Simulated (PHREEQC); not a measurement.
Make-up at 25 °C: 0.076 mol CuSO4, 0.0053 mol HCl and 0.22 mol NaCl per kg of water. Closed to the air; pH follows from the charge balance.

All values are PHREEQC results (ion-association model, phreeqc.dat), not measurements.

```csv
quantity,before,after
pH,2.68,2.48
ionic strength (mol/kgw),0.402,0.267
Na+ (mol/kgw),0.210,0.217
SO4-2 (mol/kgw),0.0417,0.00965
SI of Halite (NaCl),-3.23,-3.18
```

Task: Which change was made?
A) diluted 2-fold with water
B) CuSO4 from 0.076 to 0.0684 mol/kgw
C) CuSO4 from 0.076 to 0.0152 mol/kgw
D) temperature from 25 to 15 °C
E) diluted 100-fold with water

Result: C, CuSO4 from 0.076 to 0.0152 mol/kgw

Precipitation was switched off in this run.
